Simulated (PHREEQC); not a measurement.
Dissolve 10 mmol/kgw HF, 170 mmol/kgw (CH3)4NF and 0.033 mmol/kgw H2SiF6 at 10 °C. Closed to the air; pH follows from the charge balance.

Computed with PHREEQC (ion-association model, phreeqc.dat).

Problem. The ionic strength comes out as 0.170 mol/kgw. What activity coefficients do SiF6-2, F-, H+, HF2- get?

Solution. SiF6-2 0.32, F- 0.72, H+ 0.81, HF2- 0.76.

No solid was allowed to form. (CH3)4N+ isn't in the database: it is added as a free cation with an ion size of 4 Å. Constants without temperature data keep their 25 °C values here. SiF6-2 is the database's only silicon fluoride.
